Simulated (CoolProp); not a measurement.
Values from CoolProp's reference Helmholtz-energy equation of state, Akasaka 2022.

Give the vapour pressure (bar), vapour density (kg/m³), enthalpy of vaporisation (kJ/kg) of saturated R1233zd(E) at 282.9 K.


| T (K) | p (bar) | vapour density (kg/m³) | enthalpy of vaporisation (kJ/kg) |
|---|---|---|---|
| 282.9 | 0.731 | 4.19 | 198 |
